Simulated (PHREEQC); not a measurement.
## Arsenic or selenium liquor (model solution)

A solution holds 2.5 mmol/kgw Na2SeO3 and 67 mmol/kgw NaCl, at 25 °C. Closed to the air; pH follows from the charge balance.

All values are PHREEQC results (ion-association model, wateq4f.dat), not measurements.

This is a speciation only: nothing precipitates in the calculation.

Q: Predict the pH.

A: pH 9.74.

Q: In which forms is Se present?

A: SeO3-2 97 %, HSeO3- 2.8 % of the Se.
